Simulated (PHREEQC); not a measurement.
A column of 0.2 m (40 cells, dispersivity 0.01 m, 720 s a shift, diffusion coefficient 3e-10 m²/s) holds 0.0066 eq of the database's cation exchanger X per kg of pore water, first in equilibrium with 0.083 mol CaCl2 and 1e-05 mol HCl per kg of water. It is flushed with 4.1 mmol/kgw KBr and 0.01 mmol/kgw HCl, at 25 °C. Values are for the last cell. No CO2 enters from the air. Precipitation was switched off in this run.

Base run: PHREEQC, ion-association model, phreeqc.dat. Each further column changes one thing. The table gives K in solution (mol/kgw).

```json
[
 {"pore volumes": "0", "base": "0", "exchange capacity from 0.0066 to 0.0033 eq/kgw": "0", "dispersivity from 0.01 to 0.02 m": "0"},
 {"pore volumes": "0.6125", "base": "0.000215", "exchange capacity from 0.0066 to 0.0033 eq/kgw": "…", "dispersivity from 0.01 to 0.02 m": "…"},
 {"pore volumes": "1.012", "base": "0.00175", "exchange capacity from 0.0066 to 0.0033 eq/kgw": "0.00203", "dispersivity from 0.01 to 0.02 m": "0.00202"},
 {"pore volumes": "1.613", "base": "0.00255", "exchange capacity from 0.0066 to 0.0033 eq/kgw": "0.00308", "dispersivity from 0.01 to 0.02 m": "0.00297"},
 {"pore volumes": "2.212", "base": "0.00272", "exchange capacity from 0.0066 to 0.0033 eq/kgw": "0.00319", "dispersivity from 0.01 to 0.02 m": "…"},
 {"pore volumes": "2.812", "base": "0.00314", "exchange capacity from 0.0066 to 0.0033 eq/kgw": "0.00350", "dispersivity from 0.01 to 0.02 m": "0.00308"},
 {"pore volumes": "3.212", "base": "0.00334", "exchange capacity from 0.0066 to 0.0033 eq/kgw": "0.00365", "dispersivity from 0.01 to 0.02 m": "…"},
 {"pore volumes": "3.812", "base": "0.00353", "exchange capacity from 0.0066 to 0.0033 eq/kgw": "0.00377", "dispersivity from 0.01 to 0.02 m": "0.00341"},
 {"pore volumes": "4.412", "base": "0.00365", "exchange capacity from 0.0066 to 0.0033 eq/kgw": "0.00385", "dispersivity from 0.01 to 0.02 m": "0.00356"},
 {"pore volumes": "5.013", "base": "0.00372", "exchange capacity from 0.0066 to 0.0033 eq/kgw": "0.00390", "dispersivity from 0.01 to 0.02 m": "0.00366"},
 {"pore volumes": "5.412", "base": "0.00376", "exchange capacity from 0.0066 to 0.0033 eq/kgw": "0.00392", "dispersivity from 0.01 to 0.02 m": "0.00371"},
 {"pore volumes": "6.013", "base": "0.00381", "exchange capacity from 0.0066 to 0.0033 eq/kgw": "…", "dispersivity from 0.01 to 0.02 m": "0.00376"}
]
```

Task: What belongs in the gaps?

Result: 
- 0.6125, exchange capacity from 0.0066 to 0.0033 eq/kgw: 0.000257
- 0.6125, dispersivity from 0.01 to 0.02 m: 0.000553
- 2.212, dispersivity from 0.01 to 0.02 m: 0.00300
- 3.212, dispersivity from 0.01 to 0.02 m: 0.00322
- 6.013, exchange capacity from 0.0066 to 0.0033 eq/kgw: 0.00395
